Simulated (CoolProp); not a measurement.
The fluid at 386.23 K and 1.33 MPa flows at 0.19 m/s in a round tube of 20 mm bore and 15 µm roughness, fully developed (64/Re and Nu = 3.66 if laminar; Colebrook and Gnielinski if turbulent). The same conditions are run with several fluids, on thermodynamics alone (safety and materials aside).

Values from CoolProp's reference Helmholtz-energy equation of state of each fluid (CH2F2 (R32): Tillner-Roth 1997; R236FA: Pan 2012; R152A: Outcalt 1996; R507A: Lemmon 2003; methane: Setzmann 1991). Blends and air are pseudo-pure fits.

Problem. Rank CH2F2 (R32), R236FA, R152A, R507A, methane by Reynolds number, highest first.

Solution. R236FA (19900), R507A (10600), R152A (8090), CH2F2 (R32) (5070), methane (1820)

| fluid | Darcy friction factor | pressure drop (Pa/m) | heat-transfer coefficient (W/(m² K)) | mass flow (kg/h) |
|---|---|---|---|---|
| CH2F2 (R32) | 0.0381 | 0.792 | 20.3 | 4.95 |
| R236FA | 0.0275 | 1.92 | 60.7 | 16.6 |
| R152A | 0.0337 | 0.943 | 32.9 | 6.66 |
| R507A | 0.0316 | 1.28 | 36.5 | 9.67 |
| methane | 0.0353 | 0.213 | 8.84 | 1.44 |

Transport values come from each fluid's own correlations; those of CH2F2 (R32), R236FA, R152A are estimates that may be off by 10 % or more.
